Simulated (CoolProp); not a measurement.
A simple Rankine cycle with water: condensing at 317.15 K, boiler at 2.17 MPa, turbine inlet 491.6 K, turbine efficiency 0.8, pump efficiency 0.6, no recuperator. Each further row changes one setting.

Values from CoolProp's reference Helmholtz-energy equation of state, Wagner 2002.

```json
[
 {"case": "as stated", "thermal efficiency (%)": "24.8", "net work (kJ/kg)": "649", "heat in (kJ/kg)": "2620", "turbine exit temperature (K)": "317.2", "volume ratio over the turbine": "142"},
 {"case": "turbine inlet 511.6 K", "thermal efficiency (%)": "24.9", "net work (kJ/kg)": "666", "heat in (kJ/kg)": "2680", "turbine exit temperature (K)": "317.2", "volume ratio over the turbine": "136"},
 {"case": "condensing temperature 309.15 K", "thermal efficiency (%)": "25.8", "net work (kJ/kg)": "685", "heat in (kJ/kg)": "2650", "turbine exit temperature (K)": "309.2", "volume ratio over the turbine": "210"},
 {"case": "boiler pressure 1.52 MPa", "thermal efficiency (%)": "23.4", "net work (kJ/kg)": "623", "heat in (kJ/kg)": "2660", "turbine exit temperature (K)": "317.2", "volume ratio over the turbine": "98.5"},
 {"case": "turbine efficiency 0.7", "thermal efficiency (%)": "21.7", "net work (kJ/kg)": "567", "heat in (kJ/kg)": "2620", "turbine exit temperature (K)": "317.2", "volume ratio over the turbine": "148"}
]
```

The expansion ends wet for: as stated; turbine inlet 511.6 K; condensing temperature 309.15 K; boiler pressure 1.52 MPa; turbine efficiency 0.7.
